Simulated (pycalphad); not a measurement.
An equivalent pycalphad script:

```python
from pycalphad import Database, equilibrium, calculate, variables as v
import numpy as np
db = Database('COST507.tdb')
comps = ['TI', 'HF', 'B', 'VA']
phases = ['B2M', 'B2TI', 'B4M3', 'B4TI3', 'BCC_A2', 'BETA_RHOMBO_B', 'BM', 'BTI', 'HCP_A3', 'LIQUID']
eq = equilibrium(db, comps, phases, {v.X('HF'): 0.0187, v.X('B'): 0.0447, v.T: np.arange(2850, 499, -40), v.P: 101325, v.N: 1}, output=['HM', 'SM'])
```

All values are pycalphad results on the COST 507 light-alloy database (1999) (1 atm), not direct measurements. The database dates from 1999; later assessments differ in places, in temperatures and in the compounds included. Amounts are mole fractions of atoms. Kinetics are ignored, which matters at the lower temperatures.

Results at three of the temperatures:

```
T = 2650.00 K, P = 101325 Pa, N = 1 mol of atoms
G = -203180 J/mol, H = 97539 J/mol, S = 113.48 J/(mol K)  (SER reference)
chemical potentials (J/mol): Ti -196689, Hf -324733, B -288337
phase             fraction      x(Ti)      x(Hf)       x(B)
LIQUID              1.0000     0.9366     0.0187     0.0447
```

```
T = 1850.00 K, P = 101325 Pa, N = 1 mol of atoms
G = -118556 J/mol, H = 61084 J/mol, S = 97.10 J/(mol K)  (SER reference)
chemical potentials (J/mol): Ti -112452, Hf -201946, B -211584
phase             fraction      x(Ti)      x(Hf)       x(B)
LIQUID              0.9986     0.9365     0.0187     0.0448
BCC_A2              0.0014     0.9781     0.0204     0.0015
```

```
T = 1730.00 K, P = 101325 Pa, N = 1 mol of atoms
G = -107869 J/mol, H = 40245 J/mol, S = 85.61 J/(mol K)  (SER reference)
chemical potentials (J/mol): Ti -101906, Hf -185226, B -200460
phase             fraction      x(Ti)      x(Hf)       x(B)
BCC_A2              0.9144     0.9776     0.0203     0.0021
BM                  0.0856     0.4981     0.0019     0.5000
```

Changes of the phase set, refined by bisection:

```
T (K)     phases above    phases below
------  --------------  --------------
1850.1          liquid    bcc + liquid
1814.3    bcc + liquid        bcc + BM
1141.6        bcc + BM  bcc + BM + hcp
1137.1  bcc + BM + hcp        BM + hcp
```

Database names, with the compositions (at.%) that they take in these runs: BM: Ti 50 B 50. BCC_A2 is bcc.
